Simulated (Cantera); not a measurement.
## Transport properties of process gases

Gas mixture: 100 % CH4, at 2.66 atm, frozen composition.

Cantera's kinetic-theory transport with the Lennard-Jones parameters of GRI-Mech 3.0, ideal gas; thermal conductivity in the mixture-averaged form. The composition is frozen, though it would react at the higher temperatures.

```csv
T (K),ρ (kg/m³),cp (J/kg/K),μ (µPa s),λ (mW/m/K),Pr,D (cm²/s) CO2,D (cm²/s) H2O,D (cm²/s) NO
400,1.30,2526,14.4,50.7,0.720,0.110,0.150,0.138
550,0.947,3093,18.3,78.5,0.722,0.195,0.275,0.240
700,0.744,3656,21.7,109,0.726,0.298,0.430,0.362
850,0.613,4143,24.8,141,0.726,0.416,0.610,0.502
1000,0.521,4589,27.7,174,0.731,0.550,0.815,0.659
1150,0.453,4962,30.3,206,0.732,0.697,1.04,0.833
```
D: mixture-averaged diffusion coefficient of that species in the mixture.
